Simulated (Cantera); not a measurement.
# Oxide etching and cleaning by halides: CuO + HF + N₂

Feed: 1 mol CuO, 39 mol HF, 0.41 mol N₂, at 0.00720 bar.

Cantera equilibrium calculation (NASA polynomials, part measured and part estimated; ideal gas, pure solids and liquids). Candidate condensed phases: Cu, CuF₂, CuO, Cu(OH)₂, Cu₂O, H₂O; 45 gas species. Kinetics and transport are ignored.

| T (K) | x HF | x CuF | x H₂O | x N₂ | n Cu₂O(s) |
|---|---|---|---|---|---|
| 1273 | 0.971 | 0.00800 | 0.00423 | 0.0103 | 0.336 |
| 1323 | 0.963 | 0.0133 | 0.00685 | 0.0103 | 0.230 |
| 1373 | 0.951 | 0.0211 | 0.0107 | 0.0102 | 0.0718 |
| 1423 | 0.946 | 0.0246 | 0.0124 | 0.0102 | 0 |
| 1473 | 0.946 | 0.0245 | 0.0123 | 0.0102 | 0 |
| 1523 | 0.946 | 0.0243 | 0.0122 | 0.0102 | 0 |
| 1573 | 0.946 | 0.0241 | 0.0121 | 0.0102 | 0 |
| 1623 | 0.946 | 0.0237 | 0.0118 | 0.0102 | 0 |
| 1673 | 0.947 | 0.0231 | 0.0115 | 0.0102 | 0 |
| 1723 | 0.947 | 0.0223 | 0.0111 | 0.0102 | 0 |
x: gas mole fraction; n: condensed amount in mol.

From 1273 K to 1373 K the condensed part is Cu₂O(s). From 1423 K to 1723 K nothing is condensed. The main Cu-bearing gas is CuF throughout.
